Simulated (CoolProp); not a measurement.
The fluid at 290.34 K and 2.05 MPa is throttled through a valve to 0.666 MPa with no heat exchange. The same conditions are run with several fluids, on thermodynamics alone (safety and materials aside).

The numbers come from the reference Helmholtz-energy equation of state of each fluid (C2F6 (R116): Lemmon 2006; fluorine: de Reuck 1990; hydrogen chloride: Thol 2018; methane: Setzmann 1991; oxygen: Schmidt 1985) in CoolProp.

### Question
Rank C2F6 (R116), fluorine, hydrogen chloride, methane, oxygen by temperature change (K), highest first.

### Answer
fluorine (-2.8), oxygen (-3.9), methane (-6.4), C2F6 (R116) (-17.7), hydrogen chloride (-24.9)

```tsv
fluid	final density (kg/m³)
C2F6 (R116)	45.1
fluorine	10.6
hydrogen chloride	11.7
methane	4.59
oxygen	8.99
```
